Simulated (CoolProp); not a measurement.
Properties of R1123 along the isobar 127 bar (Tc = 331.7 K, pc = 45.49 bar, ω = 0.243).

The numbers come from the reference Helmholtz-energy equation of state, Akasaka 2020 in CoolProp.

```csv
T (K),phase,density (kg/m³),cp (kJ/(kg K)),cv (kJ/(kg K)),isothermal compressibility (1/MPa),fugacity coefficient
218.3,liquid,1353,1.258,0.8035,0.001536,0.01603
244.5,liquid,1277,1.296,0.8175,0.002241,0.04486
270.7,liquid,1194,1.350,0.8360,0.003436,0.09713
296.8,liquid,1101,1.429,0.8594,0.005640,0.1747
323,liquid,992.8,1.549,0.8881,0.01028,0.2745
349.2,supercritical,860.8,1.720,0.9222,0.02141,0.3873
375.3,supercritical,702.5,1.882,0.9580,0.04747,0.4994
401.5,supercritical,546.6,1.816,0.9800,0.07872,0.5989
427.7,supercritical,437.0,1.608,0.9901,0.08918,0.6803
453.8,supercritical,368.1,1.465,1.004,0.08871,0.7459
480,supercritical,321.6,1.390,1.022,0.08632,0.7997
```

The peak of cp marks the crossing from liquid-like to gas-like fluid above the critical point.
